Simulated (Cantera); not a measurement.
Input (Python, Cantera) and output of one run.

```python
import numpy as np
import cantera as ct

gas_names = [...]  # 97 gases of nasa_gas.yaml made of Al, C, H, N
cond_names = """
    AL(cr) AL(L) ALN(s) C(gr) C6H6(L) C7H8(L) C8H18(L),n-octa
""".split()


# ... load() reads the species with a 1 bar reference pressure and builds the phases ...
atoms = {
    'Al(CH3)3': {'AL': 1, 'C': 3, 'H': 9},
    'N2': {'N': 2},
}
top_T = {'ALN(s)': 2750, 'C(gr)': 4500}  # K; cautious upper limits of use, not melting points


# ... equilibrate(T, P, feed) seeds the gas with the atoms and calls Mixture.equilibrate('TP', solver="vcs", rtol=1e-11, max_steps=5000) ...
results = []
feed = {'Al(CH3)3': 1, 'N2': 8.8}  # mol
T = 923  # K
P = 13332.2  # Pa
mix = equilibrate(T, P, feed)
results.append((T, P, feed, dict(zip(mix.species_names, mix.species_moles))))
x = sorted(zip(gas.X, gas.species_names), reverse=True)
print(f"T = {T:g} K  P = {P:g} Pa  gas = {mix.phase_moles(0):.4g} mol")
print("   x: " + "  ".join(f"{s} {v:.3e}" for v, s in x if v > 0.001))
print("   condensed (mol): " + ("  ".join(f"{mix.phase(i).name} {mix.phase_moles(i):.4g}"
      for i in range(1, mix.n_phases) if mix.phase_moles(i) > 1e-12) or "none"))
```

It prints:

```
T = 923 K  P = 13332.2 Pa  gas = 12.75 mol
   x: N2 6.508e-01  H2 3.454e-01  CH4 3.701e-03
   condensed (mol): ALN(s) 1  C(gr) 2.953
```

Equilibrium computed with Cantera from the NASA thermochemical tables; the gas is ideal and each condensed phase is pure. The feed counts by its element totals alone.
